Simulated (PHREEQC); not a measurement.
A solution holds 0.0015 mol Na2S and 0.0019 mol NaHCO3 per kg of water, at 90 °C. Closed to the air; pH follows from the charge balance.

Model: ion-association model, wateq4f.dat, run in PHREEQC.

This is a speciation only: nothing precipitates in the calculation.

### Question
Order these C species by the share of C that they hold, largest first: HCO3-, NaCO3-, CO3-2, NaHCO3.

### Answer
HCO3- (71 %), CO3-2 (15 %), NaCO3- (14 %), NaHCO3 (0.16 %)

The pH is 9.36 and the ionic strength 0.00494 mol/kgw. Away from 25 °C the constants follow the database's enthalpies or fits; those with neither stay at their 25 °C values. The polysulfide entries of wateq4f.dat were taken out for this run.
